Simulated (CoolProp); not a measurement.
Model: reference Helmholtz-energy equation of state, Thol 2018, in CoolProp.

### Question
For hydrogen chloride, give the phase and the Z, cp (kJ/(kg K)), cv (kJ/(kg K)), Joule-Thomson coefficient (K/MPa) at 197.1 K and 0.966 MPa; 197.1 K and 3.47 MPa; 197.1 K and 6.58 MPa.

### Answer
- 197.1 K and 0.966 MPa: liquid; Z 0.0185, cp 1.66, cv 1.02, Joule-Thomson coefficient -0.294
- 197.1 K and 3.47 MPa: liquid; Z 0.0661, cp 1.66, cv 1.02, Joule-Thomson coefficient -0.299
- 197.1 K and 6.58 MPa: liquid; Z 0.125, cp 1.65, cv 1.03, Joule-Thomson coefficient -0.304
